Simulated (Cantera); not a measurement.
Input: 1 mol Mg(OH)₂, 2.7 mol CO₂, 1.6 mol O₂, held at 300 °C and 62.0 Pa.

Method: chemical equilibrium by Gibbs-energy minimisation in Cantera with the NASA 1993 tables (ideal gas, pure condensed phases). Candidate condensed phases: C, C₆H₆, C₇H₈, C₈H₁₈, H₂O, Mg, MgCO₃, MgO, Mg(OH)₂; 116 gas species. Equilibrium is a limit: real reactors are often held back by kinetics, nucleation or transport.

Base state: CO₂ 0.509, O₂ 0.302, H₂O 0.189 (mole fractions); condensed: MgO(s).

**Question.** What changes in the equilibrium state with this change: 1.3 mol CH₄ added?

**Answer.** 
```tsv
species	before	after
CO₂	0.509	0.514
H₂	<1e-9	0.236
H₂O	0.189	0.233
O₂	0.302	<1e-9
CO	<1e-9	0.0127
CH₄	<1e-9	0.00413
MgO(s), mol	1.00	1.00
```
